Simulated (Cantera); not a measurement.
Feed: 1 mol CO2, a varied amount of SO2, equilibrated at 2473 K and 280 Pa.

Method: chemical equilibrium by Gibbs-energy minimisation in Cantera with the NASA 1993 tables (ideal gas, pure condensed phases). Candidate condensed phases: C, S; 22 gas species. Kinetics and transport are ignored.

**Question.** At 0.36 mol SO2, list the 7 most abundant gas species with their mole fractions, and the condensed phases.

**Answer.** CO 0.343, CO2 0.218, SO2 0.161, O2 0.147, O 0.0917, SO 0.0379, S 0.00227. Condensed: gas only.
